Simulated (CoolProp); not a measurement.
Vapour-liquid equilibrium of R1234yf (1) + isobutane (2) at 0.0653 MPa; x and y are mole fractions of (1).

Model: multi-fluid Helmholtz-energy mixture model, Lemmon 2022 and Bücker 2006; pair parameters Bell 2016, in CoolProp.

Give the bubble temperature and the first vapour's composition at x = 0.05, 0.35, 0.65. Is there an azeotrope?

x = 0.05: 245.0 K, y = 0.254; x = 0.35: 235.2 K, y = 0.615; x = 0.65: 233.5 K, y = 0.721. y crosses x between x = 0.65 and 0.8: the model has an azeotrope there.

The pair parameters rest on a limited set of measurements; away from them the model extrapolates.
